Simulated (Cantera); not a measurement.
A perfectly stirred reactor is fed with 41.6 % H₂, 12.2 % O₂, 46.2 % N₂, equivalence ratio 1.7, at 72000 Pa; it is adiabatic with a 550 K inlet, and is followed from long to short residence time, starting on the burning branch (τ in s: 0.029, 0.013, 0.0058, 0.0026, 0.0012, 0.00051, 0.00023, 0.0001, 4.6e-05, 2e-05, 9e-06).

Cantera simulation using the H2/O2 subset of GRI-Mech 3.0, which has no nitrogen chemistry; the numbers are that mechanism's predictions, not measurements.

Question: Predict: blow-out, bracketed by the residence times tried; x(H₂) at τ = 29.0 ms; x(O₂) at τ = 29.0 ms; x(H₂O) at τ = 29.0 ms; x(H₂O₂) at τ = 29.0 ms; x(H) at τ = 29.0 ms; x(H₂) at τ = 0.510 ms; x(O₂) at τ = 0.510 ms; x(H₂O) at τ = 0.510 ms; x(H₂O₂) at τ = 0.510 ms; x(H) at τ = 0.510 ms.

Answer: 
| Quantity | Value |
|---|---|
| blow-out, bracketed by the residence times tried | burning at 20.0 µs, out at 9.00 µs |
| x(H₂) at τ = 29.0 ms | 0.190 |
| x(O₂) at τ = 29.0 ms | 9.52e-5 |
| x(H₂O) at τ = 29.0 ms | 0.274 |
| x(H₂O₂) at τ = 29.0 ms | 1.44e-8 |
| x(H) at τ = 29.0 ms | 0.0112 |
| x(H₂) at τ = 0.510 ms | 0.170 |
| x(O₂) at τ = 0.510 ms | 0.00172 |
| x(H₂O) at τ = 0.510 ms | 0.256 |
| x(H₂O₂) at τ = 0.510 ms | 1.78e-7 |
| x(H) at τ = 0.510 ms | 0.0544 |
